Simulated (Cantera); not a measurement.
Input (Python, Cantera):

```python
import numpy as np
import cantera as ct

surf = ct.Interface("diamond.yaml", "diamond_100")
gas, bulk = surf.adjacent["gas"], surf.adjacent["diamond"]
k = surf.kinetics_species_index(bulk.species_names[0])
cover = ["c6HH", "c6H*", "c6*H", "c6**", "c6HM", "c6B"]

rows, drift = [], 0.0
print(f"{'T':>10s}{'um/h':>11s}" + "".join(f"{s:>11s}" for s in cover))
for v in [950, 1000, 1050, 1100, 1150, 1200, 1250, 1300, 1350, 1400]:
    T, P, xH, xCH3 = v, 24000, 0.00029, 0.0011
    gas.TPX = T, P, {"H": xH, "CH3": xCH3, "CH4": 0.0034, "H2": 1 - xH - xCH3 - 0.0034}
    surf.TP = bulk.TP = T, P
    surf.coverages = "c6H*:0.1, c6HH:0.9"
    surf.advance_coverages(100.0)
    before = surf.coverages
    surf.advance_coverages(100.0)
    drift = max(drift, np.max(np.abs(surf.coverages - before) / (surf.coverages + 1e-9)))
    rate = surf.net_production_rates[k] * bulk.mean_molecular_weight / bulk.density * 3.6e9
    rows.append([rate, *surf[cover].coverages])
    print(f"{v:10.4g}{rate:11.4e}" + "".join(f"{x:11.3e}" for x in rows[-1][1:]))
```

Result:

```
         T       um/h       c6HH       c6H*       c6*H       c6**       c6HM        c6B
       950 2.3421e+01  1.892e-01  3.764e-03  8.932e-02  8.466e-04  5.505e-01  6.355e-08
      1000 3.2128e+01  2.168e-01  5.880e-03  1.203e-01  1.424e-03  4.792e-01  8.718e-08
      1050 3.9170e+01  2.642e-01  9.443e-03  1.690e-01  2.413e-03  3.852e-01  1.063e-07
      1100 3.9064e+01  3.397e-01  1.549e-02  2.454e-01  4.093e-03  2.591e-01  1.060e-07
      1150 3.0129e+01  4.199e-01  2.337e-02  3.313e-01  6.261e-03  1.332e-01  8.176e-08
      1200 1.9927e+01  4.705e-01  3.042e-02  3.892e-01  8.110e-03  5.443e-02  5.407e-08
      1250 1.3721e+01  4.945e-01  3.548e-02  4.133e-01  9.292e-03  1.999e-02  3.723e-08
      1300 1.0639e+01  5.088e-01  3.903e-02  4.169e-01  9.985e-03  7.197e-03  2.887e-08
      1350 8.4564e+00  5.228e-01  4.160e-02  4.101e-01  1.044e-02  2.629e-03  2.295e-08
      1400 5.8578e+00  5.394e-01  4.349e-02  3.980e-01  1.071e-02  9.882e-04  1.590e-08
```

Computed with Cantera and the Harris–Goodwin 1993 mechanism for the reconstructed diamond (100) surface.
